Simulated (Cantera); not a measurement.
Mixture: CH4 : O2 : N2 : CO2 = 1 : 3.17 : 21.9 : 0.74 (molar parts), at 1.00 bar, adiabatic and at constant volume. Ignition delay is the time to a rise of 400 K.

Computed with Cantera and GRI-Mech 3.0 (53 species, 325 reactions).

**Question.** What does this change do: pressure from 1.00 bar to 0.390 bar?

**Answer.** 
```json
[
 {"quantity": "delay at 1125 K", "before": "0.200 s", "after": "0.452 s"},
 {"quantity": "delay at 1200 K", "before": "65.5 ms", "after": "0.139 s"},
 {"quantity": "delay at 1275 K", "before": "23.2 ms", "after": "47.1 ms"},
 {"quantity": "delay at 1350 K", "before": "8.85 ms", "after": "17.6 ms"},
 {"quantity": "delay at 1425 K", "before": "3.65 ms", "after": "7.32 ms"},
 {"quantity": "delay at 1500 K", "before": "1.64 ms", "after": "3.42 ms"},
 {"quantity": "delay at 1575 K", "before": "0.813 ms", "after": "1.77 ms"},
 {"quantity": "apparent activation energy between 1425 and 1575 K", "before": "190 kJ/mol", "after": "180 kJ/mol"}
]
```

**Question.** What does this change do: pressure from 1.00 bar to 1.80 bar?

**Answer.** 
| quantity | before | after |
|---|---|---|
| delay at 1125 K | 0.200 s | 0.114 s |
| delay at 1200 K | 65.5 ms | 38.9 ms |
| delay at 1275 K | 23.2 ms | 14.3 ms |
| delay at 1350 K | 8.85 ms | 5.61 ms |
| delay at 1425 K | 3.65 ms | 2.35 ms |
| delay at 1500 K | 1.64 ms | 1.05 ms |
| delay at 1575 K | 0.813 ms | 0.513 ms |
| apparent activation energy between 1425 and 1575 K | 190 kJ/mol | 190 kJ/mol |
